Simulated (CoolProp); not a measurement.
Values from CoolProp's reference Helmholtz-energy equation of state, Aleksandrov 2011. It is a short technical equation, of lower accuracy than the large ones.

Q: For n-undecane, give the phase and the Z, cp (kJ/(kg K)), expansivity (1/kK), fugacity coefficient at 518 K and 9.17 MPa; 620 K and 9.17 MPa.

A: 
- 518 K and 9.17 MPa: liquid; Z 0.573, cp 3.02, expansivity 1.39, fugacity coefficient 0.0496
- 620 K and 9.17 MPa: liquid; Z 0.567, cp 3.37, expansivity 1.98, fugacity coefficient 0.188
